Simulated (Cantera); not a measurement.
**Dilute partial oxidation**

An isothermal, constant-pressure homogeneous reactor starts with CH4 : O2 : N2 = 0.017 : 0.0034 : 1 (molar parts), equivalence ratio 10, at 1348 K and 9.30 bar.

Cantera simulation using GRI-Mech 3.0 (53 species, 325 reactions); the numbers are that mechanism's predictions, not measurements. GRI-Mech 3.0 stops at C3 and has no aromatics, soot or wall deposition, so with more carbon than oxygen in the feed, carbon stays in small species such as C2H2 where larger ones or solid carbon would form.

| t (s) | x CH4 | x O2 | x C2H6 | x HO2 | x H2O2 |
|---|---|---|---|---|---|
| 9.00e-6 | 0.0167 | 0.00333 | <1e-12 | 2.68e-9 | 2.54e-11 |
| 3.19e-5 | 0.0167 | 0.00333 | 1.78e-11 | 8.70e-9 | 1.29e-10 |
| 0.000113 | 0.0167 | 0.00333 | 9.16e-10 | 2.26e-8 | 3.80e-10 |
| 0.000401 | 0.0167 | 0.00333 | 4.65e-8 | 3.12e-8 | 5.38e-10 |
| 0.00142 | 0.0167 | 0.00333 | 9.80e-7 | 2.66e-8 | 4.58e-10 |
| 0.00504 | 0.0166 | 0.00333 | 5.66e-6 | 2.91e-8 | 5.05e-10 |
| 0.0179 | 0.0166 | 0.00331 | 2.34e-5 | 3.91e-8 | 6.94e-10 |
| 0.0633 | 0.0163 | 0.00319 | 8.28e-5 | 6.15e-8 | 1.12e-9 |
| 0.224 | 0.0143 | 0.00214 | 0.000143 | 1.18e-7 | 2.10e-9 |
| 0.796 | 0.0113 | 0.000101 | 1.91e-5 | 6.98e-9 | 1.16e-10 |
| 2.82 | 0.0100 | 7.25e-8 | 8.55e-6 | 5.53e-12 | <1e-12 |
| 10.0 | 0.00747 | <1e-12 | 4.41e-6 | <1e-12 | <1e-12 |
x: mole fraction; the columns are a selection and need not sum to one.

Equilibrium at this temperature and pressure: CH4 0.00274, O2 <1e-12, C2H6 5.54e-7, HO2 <1e-12, H2O2 <1e-12 (gas phase only).
